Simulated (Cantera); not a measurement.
Input (Python, Cantera) and output of one run.

```python
import numpy as np
import cantera as ct

gas_names = """
    C CN CO CO2 C2 CCN CNC C2N2 C2O C3 C3O2 C4 C4N2 C5 Cu CuO Cu2 N NCO NO NO2 NO3 N2 N2O O O2 O3
""".split()
cond_names = """
    C(gr) Cu(cr) Cu(L) CuO(s) Cu2O(s) Cu2O(L)
""".split()


def load(file, names, dense=False):
    # The tables refer to 1 bar. Condensed volumes are neglected.
    table = {s.name: s for s in ct.Species.list_from_file(file)}
    out = []
    for n in names:
        d = dict(table[n].input_data)
        d["thermo"] = dict(d["thermo"], **{"reference-pressure": 1e5})
        if dense:
            d["equation-of-state"] = {"model": "constant-volume", "density": "1e6 g/cm^3"}
        out.append(ct.Species.from_dict(d))
    return out


gas = ct.Solution(thermo="ideal-gas", species=load("nasa_gas.yaml", gas_names))
cond = {s.name: ct.Solution(thermo="fixed-stoichiometry", species=[s], name=s.name)
        for s in load("nasa_condensed.yaml", cond_names, dense=True)}
atoms = {
    'Cu2O': {'Cu': 2, 'O': 1},
    'C': {'C': 1},
    'N2': {'N': 2},
}
top_T = {'C(gr)': 4500, 'CuO(s)': 1390}  # K; cautious upper limits of use, not melting points


def equilibrate(T, P, feed):
    n = {}
    for name, mol in feed.items():
        for a, k in atoms[name].items():
            n[a] = n.get(a, 0.0) + k * mol
    gas.TPX = T, P, n
    mass = sum(n.values()) * gas.mean_molecular_weight
    gas.equilibrate("TP")
    valid = [c for c in cond.values() if c.min_temp <= T <= top_T.get(c.name, c.max_temp)]
    mix = ct.Mixture([(gas, mass / gas.mean_molecular_weight)] + [(c, 0.0) for c in valid])
    mix.T, mix.P = T, P
    mix.equilibrate("TP", solver="vcs", rtol=1e-11, max_steps=5000)
    return mix


results = []
feed = {'Cu2O': 1, 'C': 1.9, 'N2': 5.3}  # mol
P = 33000  # Pa
for T in [1298, 1398, 1498, 1598, 1698, 1798, 1898, 1998, 2098, 2198, 2298, 2398]:
    mix = equilibrate(T, P, feed)
    results.append((T, P, feed, dict(zip(mix.species_names, mix.species_moles))))

top = {s: max(r[3][s] / sum(r[3][g] for g in gas_names) for r in results) for s in gas_names}
cols = sorted((s for s in top if top[s] > 1e-05), key=lambda s: -top[s])[:6]
seen = [c for c in cond_names if any(r[3].get(c, 0) > 1e-12 for r in results)]
print("log10 of partial pressures in bar; condensed amounts in mol")
print(f"{'T/K':>10s}" + "".join(f"{s[:9]:>10s}" for s in cols + seen))
for T, P, feed, n in results:
    ng = sum(n[g] for g in gas_names)
    print(f"{T:10.4g}" + "".join(f"{np.log10(max(n[s] / ng * P / 1e5, 1e-99)):10.3f}" for s in cols)
          + "".join(f"{n.get(c, 0):10.4g}" for c in seen))
```

Output:

```
log10 of partial pressures in bar; condensed amounts in mol
       T/K        N2        Cu        CO       Cu2        CN       CO2     C(gr)    Cu(cr)     Cu(L)
      1298    -0.557    -6.822    -1.281   -10.917   -12.690    -4.838    0.9003         2         0
      1398    -0.557    -5.887    -1.281    -9.603   -11.430    -5.318    0.9001         0         2
      1498    -0.557    -5.100    -1.281    -8.512   -10.339    -5.732       0.9         0         2
      1598    -0.557    -4.413    -1.281    -7.564    -9.387    -6.091       0.9         0     1.999
      1698    -0.557    -3.810    -1.281    -6.732    -8.547    -6.406       0.9         0     1.997
      1798    -0.557    -3.276    -1.282    -5.998    -7.802    -6.685       0.9         0      1.99
      1898    -0.559    -2.801    -1.283    -5.345    -7.137    -6.934       0.9         0     1.969
      1998    -0.562    -2.374    -1.286    -4.761    -6.541    -7.161       0.9         0     1.918
      2098    -0.570    -1.989    -1.295    -4.236    -6.004    -7.375    0.8999         0     1.796
      2198    -0.588    -1.641    -1.312    -3.762    -5.522    -7.588    0.8998         0     1.524
      2298    -0.625    -1.324    -1.349    -3.332    -5.093    -7.822    0.8996         0     0.921
      2398    -0.675    -1.108    -1.399    -3.085    -4.708    -8.070    0.8991         0         0
```

Cantera equilibrium calculation (NASA polynomials, part measured and part estimated; ideal gas, pure solids and liquids).
